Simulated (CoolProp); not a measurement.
A simple Rankine cycle with n-perfluoropentane: condensing at 299.15 K, boiler at 0.841 MPa, turbine inlet 382 K, turbine efficiency 0.7, pump efficiency 0.6, no recuperator. Each further row changes one setting.

Computed with CoolProp (reference Helmholtz-energy equation of state, Gao 2022).

```json
[
 {"case": "as stated", "thermal efficiency (%)": "9.1", "net work (kJ/kg)": "14.0", "heat in (kJ/kg)": "154", "turbine exit temperature (K)": "355.6", "volume ratio over the turbine": "11.3"},
 {"case": "turbine inlet 402 K", "thermal efficiency (%)": "8.7", "net work (kJ/kg)": "15.2", "heat in (kJ/kg)": "175", "turbine exit temperature (K)": "376.9", "volume ratio over the turbine": "…"},
 {"case": "condensing temperature 291.15 K", "thermal efficiency (%)": "…", "net work (kJ/kg)": "16.1", "heat in (kJ/kg)": "162", "turbine exit temperature (K)": "353.0", "volume ratio over the turbine": "15.5"},
 {"case": "boiler pressure 0.589 MPa", "thermal efficiency (%)": "7.9", "net work (kJ/kg)": "12.4", "heat in (kJ/kg)": "…", "turbine exit temperature (K)": "361.9", "volume ratio over the turbine": "7.21"},
 {"case": "turbine efficiency 0.6", "thermal efficiency (%)": "7.7", "net work (kJ/kg)": "11.9", "heat in (kJ/kg)": "154", "turbine exit temperature (K)": "358.0", "volume ratio over the turbine": "11.4"}
]
```

Fill in the missing entries.


- turbine inlet 402 K, volume ratio over the turbine: 10.7
- condensing temperature 291.15 K, thermal efficiency (%): 9.9
- boiler pressure 0.589 MPa, heat in (kJ/kg): 158
